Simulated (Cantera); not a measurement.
A perfectly stirred reactor is fed with 28.6 % C2H6, 71.4 % H2, at 100000 Pa; it is held at 1598 K, and followed from long to short residence time.

Cantera simulation using GRI-Mech 3.0 (53 species, 325 reactions); the numbers are that mechanism's predictions, not measurements. GRI-Mech 3.0 stops at C3 and has no aromatics, soot or wall deposition, so with more carbon than oxygen in the feed, carbon stays in small species such as C2H2 where larger ones or solid carbon would form.

One state of this run: x C2H6 = 4.56e-5; x H2 = 0.760; x CH2 = 5.96e-9; x CH4 = 0.0819; x C2H = 3.00e-8; x C2H4 = 0.0125; x CH3 = 0.000103. x: mole fraction; the columns are a selection and need not sum to one.

**Question.** Which value of τ (s) does it belong to?
A. 0.013
B. 8.1
C. 0.047
D. 0.0036

**Answer.** B, 8.1
